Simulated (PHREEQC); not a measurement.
0.47 g of hydrous ferric oxide (600 m²/g; 0.2 weak and 0.005 strong sites per Fe, Dzombak-Morel constants, diffuse double layer) in 1 kg of water with 0.001 mol/kgw of an inert sodium salt, at 25 °C; the pH is set by adding NaOH or the inert anion's acid. Oxygen alone is held at its pressure in air (log pO2 = -0.68). No CO2 enters from the air. No solid was allowed to form.

Computed with PHREEQC (ion-association model, wateq4f.dat).

```csv
pH,surface charge σ (C/m²),surface potential ψ (mV)
3,0.260,231
3.5,0.182,224
4,0.122,209
4.5,0.081,190
5,0.052,169
5.5,0.032,145
6,0.019,119
6.5,0.011,92
7,0.006,64
7.5,0.003,35
8,0.000,6
8.5,-0.002,-23
9,-0.004,-51
```

Complexes and solids missing from the database can't appear. The oxide is taken as insoluble; below pH 4 it would dissolve.
